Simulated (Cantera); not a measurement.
Feed: 1 mol SiF₄, 0.7 mol H₂O, equilibrated at 0.500 bar.

Equilibrium computed with Cantera from the NASA thermochemical tables; the gas is ideal and each condensed phase is pure. Candidate condensed phases: H₂O, Si, SiO₂; 38 gas species. The tables hold silica as quartz up to 1696 K and as liquid above; real silica turns to tridymite and cristobalite and melts near 1996 K. Gases not in the tables: Si(OH)₄. Kinetics and transport are ignored.

Problem. Which condensed phases are stable at each of these points (T (K)): 1048, 1198, 1348, 1498, 1648, 1798, 1948?

Solution. 
```
T (K)  condensed phases  Si condensed (%)
-----  ----------------  ----------------
1048     SiO₂(β-quartz)              16.2
1198     SiO₂(β-quartz)              20.7
1348     SiO₂(β-quartz)              24.2
1498     SiO₂(β-quartz)              26.8
1648     SiO₂(β-quartz)              28.7
1798    SiO₂(condensed)              30.0
1948    SiO₂(condensed)              31.0
```

From 1048 K to 1648 K the condensed part is SiO₂(β-quartz). From 1798 K to 1948 K the condensed part is SiO₂(condensed). The share of Si in condensed phases is highest at 1948 K (31.0 %) and lowest at 1048 K (16.2 %).
